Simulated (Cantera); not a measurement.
## Thermodynamics of silicon oxide and oxynitride deposition, feed SiF₄ + NO + H₂ + N₂O

A closed system holds: 1 mol SiF₄, 0.24 mol NO, 3.7 mol H₂, 0.84 mol N₂O, held at 800 °C and 3.80 mbar.

Method: chemical equilibrium by Gibbs-energy minimisation in Cantera with the NASA 1993 tables (ideal gas, pure condensed phases). Candidate condensed phases: H₂O, Si, SiO₂, Si₂N₂O, Si₃N₄; 58 gas species. Kinetics and transport are ignored.

| Item | Value |
|---|---|
| x(H₂) | 0.428 |
| x(HF) | 0.301 |
| x(N₂) | 0.157 |
| x(SiF₄) | 0.0881 |
| x(H₂O) | 0.0259 |
| n(SiO₂(β-quartz)) | 0.461 mol |
| gas amount | 6.121 mol |
| log10 activity of Si(s) (absent) | -14.13 |
